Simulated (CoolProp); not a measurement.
Values from CoolProp's reference Helmholtz-energy equation of state, Bücker 2006.

Question: Give the vapour pressure (MPa), liquid density (kg/m³), liquid cp (kJ/(kg K)), surface tension (mN/m) of saturated isobutane at 3.35 °C.

Answer: 
| T (°C) | p (MPa) | liquid density (kg/m³) | liquid cp (kJ/(kg K)) | surface tension (mN/m) |
|---|---|---|---|---|
| 3.35 | 0.176 | 577 | 2.30 | 12.5 |

Surface tension comes from a separate correlation (Mulero 2012).
